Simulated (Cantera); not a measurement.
Input (Python, Cantera) and output of one run.

```python
import numpy as np
import cantera as ct

gas_names = [...]  # 110 gases of nasa_gas.yaml made of C, H, O
cond_names = """
    C(gr) C6H6(L) C7H8(L) C8H18(L),n-octa H2O(s) H2O(L)
""".split()


# ... load() reads the species with a 1 bar reference pressure and builds the phases ...
atoms = {
    'C2H6': {'C': 2, 'H': 6},
    'CO2': {'C': 1, 'O': 2},
    'H2': {'H': 2},
}
top_T = {'C(gr)': 4500}  # K; cautious upper limits of use, not melting points


# ... equilibrate(T, P, feed) seeds the gas with the atoms and calls Mixture.equilibrate('TP', solver="vcs", rtol=1e-11, max_steps=5000) ...
results = []
T = 648.15  # K
P = 2500000  # Pa
for m in [0.061, 0.088, 0.13, 0.18, 0.26, 0.37, 0.53, 0.76, 1.1, 1.6, 2.2]:
    feed = {'C2H6': 1, 'CO2': m, 'H2': 3.3}  # mol
    mix = equilibrate(T, P, feed)
    results.append((T, P, feed, dict(zip(mix.species_names, mix.species_moles))))

top = {s: max(r[3][s] / sum(r[3][g] for g in gas_names) for r in results) for s in gas_names}
cols = sorted((s for s in top if top[s] > 1e-05), key=lambda s: -top[s])[:6]
seen = [c for c in cond_names if any(r[3].get(c, 0) > 1e-12 for r in results)]
print("log10 of partial pressures in bar; condensed amounts in mol")
print(f"{'n(CO2)':>10s}" + "".join(f"{s[:9]:>10s}" for s in cols + seen))
for T, P, feed, n in results:
    ng = sum(n[g] for g in gas_names)
    print(f"{feed['CO2']:10.4g}" + "".join(f"{np.log10(max(n[s] / ng * P / 1e5, 1e-99)):10.3f}" for s in cols)
          + "".join(f"{n.get(c, 0):10.4g}" for c in seen))
```

Result:

```
log10 of partial pressures in bar; condensed amounts in mol
    n(CO2)       CH4       H2O        H2       CO2        CO      C2H6     C(gr)
     0.061     1.085    -0.143     1.084    -7.207    -7.182    -4.695         0
     0.088     1.093     0.019     1.063    -6.792    -6.949    -4.658         0
      0.13     1.106     0.193     1.028    -6.292    -6.658    -4.597         0
      0.18     1.121     0.339     0.982    -5.797    -6.356    -4.520         0
      0.26     1.146     0.508     0.892    -5.078    -5.895    -4.382         0
      0.37     1.178     0.673     0.717    -4.017    -5.173    -4.142         0
      0.53     1.222     0.839     0.140    -1.328    -3.230    -3.477         0
      0.76     1.187     0.913    -0.124    -0.162    -2.400    -3.284    0.2099
       1.1     1.108     1.009    -0.163     0.107    -2.266    -3.401    0.6667
       1.6     1.002     1.081    -0.216     0.359    -2.140    -3.561     1.227
       2.2     0.886     1.120    -0.274     0.552    -2.043    -3.734     1.761
```

Cantera equilibrium calculation (NASA polynomials, part measured and part estimated; ideal gas, pure solids and liquids).
